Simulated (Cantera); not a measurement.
# Gas-phase reforming

An isothermal, constant-pressure homogeneous reactor starts with CH4 : CO2 = 1 : 2.7 (molar parts), at 1498 K and 1.00 atm.

Computed with Cantera and GRI-Mech 3.0 (53 species, 325 reactions).

```tsv
t (s)	x CH4	x CO2	x O2	x CH3	x CH2
6.00e-5	0.270	0.730	<1e-12	1.64e-5	2.81e-11
0.000163	0.270	0.730	<1e-12	4.09e-5	1.72e-10
0.000445	0.270	0.730	<1e-12	7.43e-5	5.63e-10
0.00121	0.270	0.730	<1e-12	9.79e-5	9.72e-10
0.00330	0.269	0.730	<1e-12	0.000135	1.83e-9
0.00899	0.266	0.729	<1e-12	0.000183	3.39e-9
0.0245	0.257	0.724	<1e-12	0.000195	4.07e-9
0.0667	0.234	0.705	<1e-12	0.000162	3.29e-9
0.182	0.191	0.652	1.96e-12	0.000126	3.11e-9
0.495	0.121	0.530	4.23e-12	9.20e-5	4.96e-9
1.35	0.0461	0.374	5.17e-12	4.93e-5	8.79e-9
3.67	0.0216	0.282	3.20e-12	2.42e-5	5.56e-9
10.0	0.0164	0.217	2.08e-12	1.52e-5	1.97e-9
```
x: mole fraction; the columns are a selection and need not sum to one.

Equilibrium at this temperature and pressure: CH4 1.20e-7, CO2 0.147, O2 1.94e-12, CH3 9.35e-11, CH2 <1e-12 (gas phase only).
